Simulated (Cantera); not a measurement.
Cantera run:

```python
import numpy as np
import cantera as ct

gas_names = """
    CL CL2 H HCL H2 Si SiCL SiCL2 SiCL3 SiCL4 SiH SiHCL3 SiH2 SiH2CL2 SiH3 SiH3CL SiH4 Si2 Si3
""".split()
cond_names = """
    Si(cr) Si(L)
""".split()


# ... load() reads the species with a 1 bar reference pressure and builds the phases ...
atoms = {
    'SiH2Cl2': {'Si': 1, 'H': 2, 'CL': 2},
    'H2': {'H': 2},
}
top_T = {}  # K; cautious upper limits of use, not melting points


# ... equilibrate(T, P, feed) seeds the gas with the atoms and calls Mixture.equilibrate('TP', solver="vcs", rtol=1e-11, max_steps=5000) ...
results = []
T = 1748.15  # K
P = 21000  # Pa
for m in [3.3, 4.8, 7.1, 10, 15, 23, 33, 49, 72, 110, 160, 230, 340]:
    feed = {'SiH2Cl2': 1, 'H2': m}  # mol
    mix = equilibrate(T, P, feed)
    results.append((T, P, feed, dict(zip(mix.species_names, mix.species_moles))))

top = {s: max(r[3][s] / sum(r[3][g] for g in gas_names) for r in results) for s in gas_names}
cols = sorted((s for s in top if top[s] > 0.001), key=lambda s: -top[s])[:9]
seen = [c for c in cond_names if any(r[3].get(c, 0) > 1e-12 for r in results)]
print("log10 of partial pressures in bar; condensed amounts in mol")
print(f"{'n(H2)':>10s}" + "".join(f"{s[:9]:>10s}" for s in cols + seen))
for T, P, feed, n in results:
    ng = sum(n[g] for g in gas_names)
    print(f"{feed['H2']:10.4g}" + "".join(f"{np.log10(max(n[s] / ng * P / 1e5, 1e-99)):10.3f}" for s in cols)
          + "".join(f"{n.get(c, 0):10.4g}" for c in seen))
```

It prints:

```
log10 of partial pressures in bar; condensed amounts in mol
     n(H2)        H2       HCL     SiCL2     SiCL3     Si(L)
       3.3    -0.810    -1.497    -1.662    -2.950     0.418
       4.8    -0.781    -1.554    -1.804    -3.162     0.465
       7.1    -0.756    -1.627    -1.975    -3.419    0.5209
        10    -0.739    -1.702    -2.143    -3.671    0.5739
        15    -0.722    -1.804    -2.364    -4.003    0.6393
        23    -0.709    -1.926    -2.621    -4.388    0.7077
        33    -0.700    -2.039    -2.856    -4.739     0.762
        49    -0.694    -2.173    -3.129    -5.150    0.8152
        72    -0.689    -2.311    -3.411    -5.572    0.8588
       110    -0.685    -2.472    -3.735    -6.059    0.8969
       160    -0.683    -2.619    -4.033    -6.505    0.9221
       230    -0.682    -2.766    -4.328    -6.948    0.9396
       340    -0.681    -2.927    -4.652    -7.434    0.9518
```

Cantera equilibrium calculation (NASA polynomials, part measured and part estimated; ideal gas, pure solids and liquids). The tables' values for SiCl3, SiCl are old estimates; treat these amounts as uncertain. Gases not in the tables: Si2H6 and higher silanes.
